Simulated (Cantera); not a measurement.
Feed: 1 mol BN, 0.14 mol N2, equilibrated at 110 Pa.

These are equilibrium values from Cantera (NASA tables, ideal gas, pure condensed phases), not measurements of a reactor. Candidate condensed phases: B, BN; 5 gas species. Equilibrium is a limit: real reactors are often held back by kinetics, nucleation or transport.

Which condensed phases are stable at each of these points (T (°C)): 1475, 1550, 1625, 1700, 1775, 1850, 1925, 2000, 2075?


```tsv
T (°C)	condensed phases	B condensed (%)
1475	BN(s)	100.0
1550	BN(s)	100.0
1625	BN(s)	100.0
1700	BN(s)	100.0
1775	BN(s)	100.0
1850	BN(s)	100.0
1925	B(s)	99.8
2000	B(s)	99.6
2075	B(s)	98.9
```

From 1475 °C to 1850 °C the condensed part is BN(s). From 1925 °C to 2075 °C the condensed part is B(s).
